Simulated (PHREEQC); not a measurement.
Solution (25 °C): 10 mmol/kgw CaSO4, 85 mmol/kgw Na2HPO4 and 0.5 mmol/kgw NaCl. Closed to the air; pH follows from the charge balance.

Model: ion-association model, phreeqc.dat, run in PHREEQC.

```tsv
quantity	before	after
pH	8.18	7.95
ionic strength (mol/kgw)	0.244	0.0638
HPO4-2 (mol/kgw)	0.0682	0.0105
NaHPO4- (mol/kgw)	0.00604	0.000296
H2PO4- (mol/kgw)	0.00273	0.00102
SI of Halite (NaCl)	-5.95	-6.53
```

Task: What was changed between the two runs?
A. 0.0021 mol/kgw KCl added
B. Na2HPO4 from 0.085 to 0.017 mol/kgw
C. diluted 100-fold with water
D. temperature from 25 to 40 °C
E. CaSO4 from 0.01 to 0.001 mol/kgw

Result: B, Na2HPO4 from 0.085 to 0.017 mol/kgw

This is a speciation only: nothing precipitates in the calculation. Some of these states are supersaturated (in Hydroxyapatite, for instance).
